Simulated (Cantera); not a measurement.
A perfectly stirred reactor is fed with 73.5 % NH3, 26.4 % N2, 0.103 % H2, at 0.132 atm; it is held at 1625 K, and followed from long to short residence time.

Detailed kinetics in Cantera: the gas-phase N/H chemistry of the illustrative SiF4/NH3 mechanism in the Surface Chemkin manual (1991). Walls and surfaces, which speed up NH3 decomposition in real reactors, are not modelled.

Q: Predict: x(NH3) at τ = 9.30 s; x(NH2) at τ = 9.30 s; x(NH) at τ = 9.30 s; x(N) at τ = 9.30 s; x(H2) at τ = 9.30 s; x(NH3) at τ = 0.210 s; x(NH2) at τ = 0.210 s; x(NH) at τ = 0.210 s; x(N) at τ = 0.210 s; x(H2) at τ = 0.210 s.

A: 
```json
{
  "x(NH3) at τ = 9.30 s": "0.466",
  "x(NH2) at τ = 9.30 s": "0.000100",
  "x(NH) at τ = 9.30 s": "5.87e-7",
  "x(N) at τ = 9.30 s": "2.03e-8",
  "x(H2) at τ = 9.30 s": "0.233",
  "x(NH3) at τ = 0.210 s": "0.724",
  "x(NH2) at τ = 0.210 s": "0.000141",
  "x(NH) at τ = 0.210 s": "4.44e-7",
  "x(N) at τ = 0.210 s": "2.90e-9",
  "x(H2) at τ = 0.210 s": "0.00964"
}
```
